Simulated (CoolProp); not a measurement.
The numbers come from the reference Helmholtz-energy equation of state, Lemmon 2006 in CoolProp. It is a short technical equation, of lower accuracy than the large ones.

Problem. For carbonyl sulfide, give the phase and the Z, speed of sound (m/s), expansivity (1/kK), fugacity coefficient at 22.95 °C and 318 bar.

Solution. 
- 22.95 °C and 318 bar: liquid; Z 0.718, speed of sound 908, expansivity 1.80, fugacity coefficient 0.0677
